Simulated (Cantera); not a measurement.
What does this Cantera script print?

```python
import numpy as np
import cantera as ct

gas = ct.Solution("gri30.yaml")
gas.TPX = 1550, 89000, {'CH4': 1, 'H2O': 1.5}
reactor = ct.IdealGasConstPressureReactor(gas, energy="off", clone=False)
net = ct.ReactorNet([reactor])
net.rtol, net.atol = 1e-08, 1e-18
show = ['CH4', 'H2O', 'CO2', 'CH2CO', 'CH2O']
times = np.geomspace(0.0005, 4, 14)

steps = ct.SolutionArray(gas, extra=["t"])
rows = []
print(f"{'t/s':>10s}{'T/K':>9s}{'P/Pa':>11s}" + "".join(f"{s:>11s}" for s in show))
for t in times:
    while net.time < t:
        t_next = net.step()
        steps.append(gas.state, t=t_next)
    rows.append([np.interp(t, steps.t, y) for y in (steps.T, steps.P, *steps(*show).X.T)])
    print(f"{t:10.3e}{rows[-1][0]:9.1f}{rows[-1][1]:11.4g}" + "".join(f"{x:11.3e}" for x in rows[-1][2:]))
rate = np.gradient(steps.T, steps.t)
print("integrator steps:", len(steps.t))
if steps.T.max() > steps.T[0] + 200:
    print(f"time of steepest temperature rise: {steps.t[rate.argmax()]:.4e} s")
gas.TPX = 1550, 89000, {'CH4': 1, 'H2O': 1.5}
gas.equilibrate("TP")
print(f"equilibrium (TP): T = {gas.T:.1f} K  " + "  ".join(f"{s} {gas[s].X[0]:.3e}" for s in show))
```

Result:

```
       t/s      T/K       P/Pa        CH4        H2O        CO2      CH2CO       CH2O
 5.000e-04   1550.0    8.9e+04  3.988e-01  5.999e-01  3.346e-11  5.543e-11  9.043e-07
 9.982e-04   1550.0    8.9e+04  3.975e-01  5.997e-01  6.306e-10  1.019e-09  2.493e-06
 1.993e-03   1550.0    8.9e+04  3.943e-01  5.991e-01  1.065e-08  1.837e-08  5.962e-06
 3.978e-03   1550.0    8.9e+04  3.867e-01  5.971e-01  1.430e-07  2.833e-07  1.066e-05
 7.942e-03   1550.0    8.9e+04  3.708e-01  5.913e-01  1.251e-06  2.759e-06  1.199e-05
 1.585e-02   1550.0    8.9e+04  3.426e-01  5.791e-01  7.026e-06  1.194e-05  9.391e-06
 3.165e-02   1550.0    8.9e+04  3.006e-01  5.592e-01  3.149e-05  2.529e-05  6.557e-06
 6.319e-02   1550.0    8.9e+04  2.460e-01  5.331e-01  1.310e-04  3.672e-05  4.281e-06
 1.261e-01   1550.0    8.9e+04  1.840e-01  5.019e-01  5.115e-04  4.441e-05  2.626e-06
 2.518e-01   1550.0    8.9e+04  1.250e-01  4.668e-01  1.771e-03  4.752e-05  1.536e-06
 5.027e-01   1550.0    8.9e+04  8.140e-02  4.272e-01  4.923e-03  4.478e-05  8.845e-07
 1.004e+00   1550.0    8.9e+04  5.938e-02  3.804e-01  1.003e-02  3.559e-05  5.315e-07
 2.004e+00   1550.0    8.9e+04  5.166e-02  3.256e-01  1.507e-02  2.330e-05  3.366e-07
 4.000e+00   1550.0    8.9e+04  4.615e-02  2.671e-01  1.783e-02  1.289e-05  2.128e-07
integrator steps: 1253
equilibrium (TP): T = 1550.0 K  CH4 1.254e-06  H2O 9.997e-02  CO2 1.114e-02  CH2CO 1.082e-11  CH2O 5.529e-08
```

Model: GRI-Mech 3.0 (53 species, 325 reactions), integrated in Cantera.
